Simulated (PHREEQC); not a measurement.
Model water analysis in mmol/kgw, 25 °C, pH 5.68, pe 10.6:

| constituent | mmol/kgw |
|---|---|
| Na | 0.0034 |
| K | 0.000163 |
| Ca | 0.000917 |
| Mg | 0.00233 |
| Cl | 0.00274 |
| S(6) | 0.000569 |
| Alkalinity (meq/kgw) | 0.00616 |
| Pb | 0.000155 |
| Zn | 1.17e-05 |
| N(5) | 8.86e-05 |
| Si | 1.08e-06 |

Valence states are taken as typed.

Computed with PHREEQC (ion-association model, phreeqc.dat).

```csv
quantity,before,after
ionic strength (mol/kgw),1.63e-5,3.05e-5
CO2 (mol/kgw),3.86e-5,6.72e-5
HCO3- (mol/kgw),8.25e-6,1.44e-5
PbHCO3+ (mol/kgw),9.78e-10,3.36e-9
PbCO3 (mol/kgw),4.78e-10,1.64e-9
SI of Cerussite (PbCO3),-3.43,-2.89
SI of Pb(OH)2 (Pb(OH)2),-3.62,-3.32
```

Task: Which change was made?
A) temperature from 25 to 10 °C at the same typed pH
B) Mg from 0.00233 to 0.00699 mmol/kgw
C) pH from 5.68 to 6.18 at the same alkalinity
D) all concentrations times 2 at the same typed pH

Result: D, all concentrations times 2 at the same typed pH

This is a speciation only: nothing precipitates in the calculation.
